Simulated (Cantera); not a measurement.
A perfectly stirred reactor is fed with CO : H2 : O2 : N2 = 1 : 0.44 : 1.06 : 3.98 (molar parts), equivalence ratio 0.68, at 0.310 bar; it is adiabatic with a 800 K inlet, and is followed from long to short residence time, starting on the burning branch (τ in s: 0.14, 0.071, 0.035, 0.018, 0.0088, 0.0044, 0.0022, 0.0011, 0.00055, 0.00028, 0.00014, 6.9e-05, 3.5e-05).

Model: GRI-Mech 3.0 (53 species, 325 reactions), integrated in Cantera.

**Question.** Predict: blow-out, bracketed by the residence times tried; x(CO) at τ = 0.140 s; x(H2) at τ = 0.140 s; x(O2) at τ = 0.140 s; x(CO2) at τ = 0.140 s; x(HO2) at τ = 0.140 s; x(CO) at τ = 2.20 ms; x(H2) at τ = 2.20 ms; x(O2) at τ = 2.20 ms; x(CO2) at τ = 2.20 ms; x(HO2) at τ = 2.20 ms.

**Answer.** 
- blow-out, bracketed by the residence times tried = burning at 0.140 ms, out at 69.0 µs
- x(CO) at τ = 0.140 s = 0.0191
- x(H2) at τ = 0.140 s = 0.00156
- x(O2) at τ = 0.140 s = 0.0630
- x(CO2) at τ = 0.140 s = 0.152
- x(HO2) at τ = 0.140 s = 1.93e-6
- x(CO) at τ = 2.20 ms = 0.0514
- x(H2) at τ = 2.20 ms = 0.00582
- x(O2) at τ = 2.20 ms = 0.0769
- x(CO2) at τ = 2.20 ms = 0.113
- x(HO2) at τ = 2.20 ms = 4.76e-6
